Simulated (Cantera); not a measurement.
A Cantera script and its output.

```python
import numpy as np
import cantera as ct

gas = ct.Solution("gri30.yaml")
gas.TPX = 1400, 1000000, {'H2': 1, 'O2': 0.758, 'N2': 8.33}
reactor = ct.IdealGasReactor(gas, energy="on", clone=False)
net = ct.ReactorNet([reactor])
net.rtol, net.atol = 1e-08, 1e-16
show = ['H2', 'O2', 'NO', 'H', 'OH']
times = np.geomspace(8e-06, 8, 13)

steps = ct.SolutionArray(gas, extra=["t"])
rows = []
print(f"{'t/s':>10s}{'T/K':>9s}{'P/Pa':>11s}" + "".join(f"{s:>11s}" for s in show))
for t in times:
    while net.time < t:
        t_next = net.step()
        steps.append(gas.state, t=t_next)
    rows.append([np.interp(t, steps.t, y) for y in (steps.T, steps.P, *steps(*show).X.T)])
    print(f"{t:10.3e}{rows[-1][0]:9.1f}{rows[-1][1]:11.4g}" + "".join(f"{x:11.3e}" for x in rows[-1][2:]))
rate = np.gradient(steps.T, steps.t)
print("integrator steps:", len(steps.t))
if steps.T.max() > steps.T[0] + 200:
    print(f"time of steepest temperature rise: {steps.t[rate.argmax()]:.4e} s")
gas.TPX = 1400, 1000000, {'H2': 1, 'O2': 0.758, 'N2': 8.33}
gas.equilibrate("UV")
print(f"equilibrium (UV): T = {gas.T:.1f} K  " + "  ".join(f"{s} {gas[s].X[0]:.3e}" for s in show))
```

It prints:

```
       t/s      T/K       P/Pa         H2         O2         NO          H         OH
 8.000e-06   2178.1  1.487e+06  3.779e-03  2.634e-02  3.992e-05  1.757e-03  6.313e-03
 2.530e-05   2264.5  1.539e+06  3.607e-04  2.639e-02  5.122e-05  5.004e-05  2.215e-03
 8.000e-05   2266.9   1.54e+06  2.781e-04  2.642e-02  6.062e-05  3.482e-05  1.980e-03
 2.530e-04   2266.8   1.54e+06  2.780e-04  2.641e-02  8.908e-05  3.480e-05  1.979e-03
 8.000e-04   2266.6   1.54e+06  2.779e-04  2.636e-02  1.781e-04  3.474e-05  1.976e-03
 2.530e-03   2265.8  1.539e+06  2.774e-04  2.623e-02  4.504e-04  3.458e-05  1.968e-03
 8.000e-03   2263.6  1.538e+06  2.760e-04  2.585e-02  1.222e-03  3.410e-05  1.945e-03
 2.530e-02   2258.8  1.535e+06  2.730e-04  2.501e-02  2.920e-03  3.309e-05  1.895e-03
 8.000e-02   2253.7  1.531e+06  2.700e-04  2.413e-02  4.710e-03  3.205e-05  1.843e-03
 2.530e-01   2252.7   1.53e+06  2.695e-04  2.397e-02  5.043e-03  3.186e-05  1.834e-03
 8.000e-01   2252.7   1.53e+06  2.695e-04  2.397e-02  5.044e-03  3.186e-05  1.834e-03
 2.530e+00   2252.7   1.53e+06  2.695e-04  2.397e-02  5.044e-03  3.186e-05  1.834e-03
 8.000e+00   2252.7   1.53e+06  2.695e-04  2.397e-02  5.044e-03  3.186e-05  1.834e-03
integrator steps: 1271
time of steepest temperature rise: 5.3243e-06 s
equilibrium (UV): T = 2252.7 K  H2 2.695e-04  O2 2.397e-02  NO 5.044e-03  H 3.186e-05  OH 1.834e-03
```

Detailed kinetics in Cantera: GRI-Mech 3.0 (53 species, 325 reactions). The hydrogen kinetics of GRI-Mech 3.0 are dated; newer H2 mechanisms differ, most at raised pressure.
